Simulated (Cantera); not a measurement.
A closed system holds: 1 mol Al, 19 mol N2, 370 mol H2, held at 477 °C and 0.000350 bar.

Method: chemical equilibrium by Gibbs-energy minimisation in Cantera with the NASA 1993 tables (ideal gas, pure condensed phases). Candidate condensed phases: Al, AlN; 13 gas species. Equilibrium is a limit: real reactors are often held back by kinetics, nucleation or transport.

Base state: H2 0.952, N2 0.0476 (mole fractions); condensed: AlN(s).

**Question.** What changes in the equilibrium state with this change: temperature from 477 °C to 1800 °C?

**Answer.** 
| species | before | after |
|---|---|---|
| H2 | 0.952 | 0.824 |
| H | <1e-9 | 0.128 |
| N2 | 0.0476 | 0.0456 |
| Al | <1e-9 | 0.00239 |
| AlN(s), mol | 1.00 | 0 |

**Question.** What changes in the equilibrium state with this change: temperature from 477 °C to 1702 °C?

**Answer.** 
```tsv
species	before	after
H2	0.952	0.882
H	<1e-9	0.0687
N2	0.0476	0.0470
Al	<1e-9	0.00246
AlH	<1e-9	1.28e-5
AlN(s), mol	1.00	0
```
